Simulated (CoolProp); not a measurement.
Vapour-liquid equilibrium of n-pentane (1) + cyclohexane (2) at 0.101 MPa; x and y are mole fractions of (1).

Model: multi-fluid Helmholtz-energy mixture model, Thol 2019 and Zhou 2014; pair parameters Bell 2016, in CoolProp.

Question: Give the bubble temperature and the first vapour's composition at x = 0.25, 0.65, 0.75. Is there an azeotrope?

Answer: x = 0.25: 61.4 °C, y = 0.581; x = 0.65: 45.1 °C, y = 0.883; x = 0.75: 42.2 °C, y = 0.923. No azeotrope shows between x = 0.05 and 0.95.

The pair parameters rest on a limited set of measurements; away from them the model extrapolates.
